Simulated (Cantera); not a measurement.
A closed system holds: 1 mol Si3N4, 8.4 mol N2, at 2298.15 K and 1 atm.

Method: chemical equilibrium by Gibbs-energy minimisation in Cantera with the NASA 1993 tables (ideal gas, pure condensed phases). Candidate condensed phases: Si, Si3N4; 7 gas species. The tables' values for SiN are old estimates; treat these amounts as uncertain. Rates play no part.

Base state: N2 0.999, Si 0.000905, Si2N 0.000131, SiN 0.000128, Si2 1.74e-5 (mole fractions); condensed: Si(l).

### Question
What changes in the equilibrium state with this change: temperature from 2298.15 K to 1673 K?

### Answer
| species | before | after |
|---|---|---|
| N2 | 0.999 | 1.00 |
| Si | 0.000905 | 4.07e-9 |
| SiN | 0.000128 | 2.72e-9 |
| Si2N | 0.000131 | <1e-9 |
| Si2 | 1.74e-5 | <1e-9 |
| Si(l), mol | 2.99 | 0 |
| Si3N4(s), mol | 0 | 1.00 |

### Question
What changes in the equilibrium state with this change: pressure from 1 atm to 0.0113 Torr?

### Answer
| species | before | after |
|---|---|---|
| N2 | 0.999 | 0.776 |
| Si | 0.000905 | 0.224 |
| SiN | 0.000128 | 0.000107 |
| Si2N | 0.000131 | 4.02e-7 |
| Si2 | 1.74e-5 | 1.58e-5 |
| Si(l), mol | 2.99 | 0 |
